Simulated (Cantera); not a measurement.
A perfectly stirred reactor is fed with CH3OH : O2 : N2 : CO2 = 1 : 2.08 : 6.04 : 2.3 (molar parts), at 5.00 bar; it is adiabatic with a 598 K inlet, and is followed from long to short residence time, starting on the burning branch (τ in s: 0.034, 0.017, 0.0087, 0.0044, 0.0022, 0.0011, 0.00058, 0.00029, 0.00015, 7.5e-05, 3.8e-05, 1.9e-05).

Model: GRI-Mech 3.0 (53 species, 325 reactions), integrated in Cantera. GRI-Mech 3.0 was tuned for natural gas; its chemistry of methanol as a main component is partial and can be far from experiment.

Predict: blow-out, bracketed by the residence times tried; x(CH3OH) at τ = 34.0 ms; x(O2) at τ = 34.0 ms; x(CO2) at τ = 34.0 ms; x(NO) at τ = 34.0 ms; x(CH2O) at τ = 34.0 ms; x(CH3OH) at τ = 0.580 ms; x(O2) at τ = 0.580 ms; x(CO2) at τ = 0.580 ms; x(NO) at τ = 0.580 ms; x(CH2O) at τ = 0.580 ms.


* **blow-out, bracketed by the residence times tried**: burning at 75.0 µs, out at 38.0 µs
* **x(CH3OH) at τ = 34.0 ms**: 2.57e-6
* **x(O2) at τ = 34.0 ms**: 0.0488
* **x(CO2) at τ = 34.0 ms**: 0.276
* **x(NO) at τ = 34.0 ms**: 3.69e-5
* **x(CH2O) at τ = 34.0 ms**: 2.11e-6
* **x(CH3OH) at τ = 0.580 ms**: 5.31e-5
* **x(O2) at τ = 0.580 ms**: 0.0529
* **x(CO2) at τ = 0.580 ms**: 0.265
* **x(NO) at τ = 0.580 ms**: 8.05e-6
* **x(CH2O) at τ = 0.580 ms**: 4.53e-5
